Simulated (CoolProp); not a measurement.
Model: reference Helmholtz-energy equation of state, Lemmon 2006, in CoolProp. It is a short technical equation, of lower accuracy than the large ones.

**Question.** For acetone, give the phase and the Joule-Thomson coefficient (K/MPa) at 55.65 °C and 0.024 MPa.

**Answer.** 
- 55.65 °C and 0.024 MPa: gas; Joule-Thomson coefficient 81.0
